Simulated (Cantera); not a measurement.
Cantera with NASA thermochemical tables; ideal gases at 1 bar, condensed phases pure. Values are per mole of reaction as written; species without (g) are pure solids or liquids, kept so even where they would boil at 1 bar.

Ta + 12 H(g) + 2 N2O(g) → 4 NH3(g) + TaO2(g), with ΔH° = -3164.1 kJ and ΔS° = -807.8 J/K at 300 K.

### Question
How far is the shortcut ΔG° ≈ ΔH°(300 K) − T·ΔS°(300 K) from the full temperature-dependent value at 1173, 1273, 1373, 1473, 1573, 1673, 1773 K?

### Answer
```csv
T (K),shortcut (kJ),full (kJ),difference (kJ),difference in log10 K
1173,-2216.5,-2109.7,-106.8,4.76
1273,-2135.8,-2009.8,-125.9,5.17
1373,-2055.0,-1909.2,-145.7,5.54
1473,-1974.2,-1808.0,-166.2,5.89
1573,-1893.4,-1706.3,-187.1,6.21
1673,-1812.7,-1604.2,-208.5,6.51
1773,-1731.9,-1501.5,-230.3,6.79
```
The shortcut ignores the heat-capacity change of the reaction.
